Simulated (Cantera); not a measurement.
Mixture: CO : H2 : O2 : N2 = 1 : 1.3 : 1.95 : 13.4 (molar parts), equivalence ratio 0.59, at 10.0 bar, adiabatic and at constant pressure. Ignition delay is the time to a rise of 400 K.

Model: GRI-Mech 3.0 (53 species, 325 reactions), integrated in Cantera. The hydrogen kinetics of GRI-Mech 3.0 are dated; newer H2 mechanisms differ, most at raised pressure. Where the delays flatten at high temperature, the 400 K rule measures the pace of heat release, not the induction time.

**Question.** What does this change do: pressure from 10.0 bar to 21.0 bar?

**Answer.** 
```tsv
quantity	before	after
delay at 1200 K	54.5 µs	0.136 ms
delay at 1400 K	5.32 µs	3.82 µs
delay at 1600 K	3.04 µs	1.37 µs
delay at 1800 K	2.57 µs	0.958 µs
```
The pressure lies above the range GRI-Mech 3.0 was tuned for (to about 10 atm).

**Question.** What does this change do: CO 1 to 1.7 parts?

**Answer.** 
```json
[
 {"quantity": "delay at 1200 K", "before": "54.5 µs", "after": "46.5 µs"},
 {"quantity": "delay at 1400 K", "before": "5.32 µs", "after": "5.35 µs"},
 {"quantity": "delay at 1600 K", "before": "3.04 µs", "after": "2.99 µs"},
 {"quantity": "delay at 1800 K", "before": "2.57 µs", "after": "2.44 µs"}
]
```

**Question.** What does this change do: constant volume in place of constant pressure?

**Answer.** 
| quantity | before | after |
|---|---|---|
| delay at 1200 K | 54.5 µs | 52.2 µs |
| delay at 1400 K | 5.32 µs | 4.77 µs |
| delay at 1600 K | 3.04 µs | 2.48 µs |
| delay at 1800 K | 2.57 µs | 1.93 µs |
